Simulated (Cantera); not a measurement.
Cantera run:

```python
import numpy as np
import cantera as ct

gas_names = """
    B BCL BCL2 BCL3 BH BH2 BH3 BN B2 CL CL2 H HCL H2 N NH NH2 NH3 N2 N2H2 N2H4
""".split()
cond_names = """
    B(b) B(L) BN(s) NH4CL(a) NH4CL(b)
""".split()


def load(file, names, dense=False):
    # The tables refer to 1 bar. Condensed volumes are neglected.
    table = {s.name: s for s in ct.Species.list_from_file(file)}
    out = []
    for n in names:
        d = dict(table[n].input_data)
        d["thermo"] = dict(d["thermo"], **{"reference-pressure": 1e5})
        if dense:
            d["equation-of-state"] = {"model": "constant-volume", "density": "1e6 g/cm^3"}
        out.append(ct.Species.from_dict(d))
    return out


gas = ct.Solution(thermo="ideal-gas", species=load("nasa_gas.yaml", gas_names))
cond = {s.name: ct.Solution(thermo="fixed-stoichiometry", species=[s], name=s.name)
        for s in load("nasa_condensed.yaml", cond_names, dense=True)}
atoms = {
    'BN': {'B': 1, 'N': 1},
    'HCl': {'H': 1, 'CL': 1},
    'H2': {'H': 2},
}
top_T = {'BN(s)': 3200}  # K; cautious upper limits of use, not melting points


def equilibrate(T, P, feed):
    n = {}
    for name, mol in feed.items():
        for a, k in atoms[name].items():
            n[a] = n.get(a, 0.0) + k * mol
    gas.TPX = T, P, n
    mass = sum(n.values()) * gas.mean_molecular_weight
    gas.equilibrate("TP")
    valid = [c for c in cond.values() if c.min_temp <= T <= top_T.get(c.name, c.max_temp)]
    mix = ct.Mixture([(gas, mass / gas.mean_molecular_weight)] + [(c, 0.0) for c in valid])
    mix.T, mix.P = T, P
    mix.equilibrate("TP", solver="vcs", rtol=1e-11, max_steps=5000)
    return mix


results = []
feed = {'BN': 1, 'HCl': 82, 'H2': 30}  # mol
T = 1948.15  # K
P = 100000  # Pa
mix = equilibrate(T, P, feed)
results.append((T, P, feed, dict(zip(mix.species_names, mix.species_moles))))
x = sorted(zip(gas.X, gas.species_names), reverse=True)
print(f"T = {T:g} K  P = {P:g} Pa  gas = {mix.phase_moles(0):.4g} mol")
print("   x: " + "  ".join(f"{s} {v:.3e}" for v, s in x if v > 0.0001))
print("   condensed (mol): " + ("  ".join(f"{mix.phase(i).name} {mix.phase_moles(i):.4g}"
      for i in range(1, mix.n_phases) if mix.phase_moles(i) > 1e-12) or "none"))
```

Output:

```
T = 1948.15 K  P = 100000 Pa  gas = 112.2 mol
   x: HCL 7.042e-01  H2 2.807e-01  BCL3 8.134e-03  N2 4.458e-03  CL 1.127e-03  H 5.993e-04  BCL2 5.941e-04  BCL 1.877e-04
   condensed (mol): none
```

Cantera equilibrium calculation (NASA polynomials, part measured and part estimated; ideal gas, pure solids and liquids). The tables' values for BCl2, BCl are old estimates; treat these amounts as uncertain. Gases not in the tables: BHCl2.
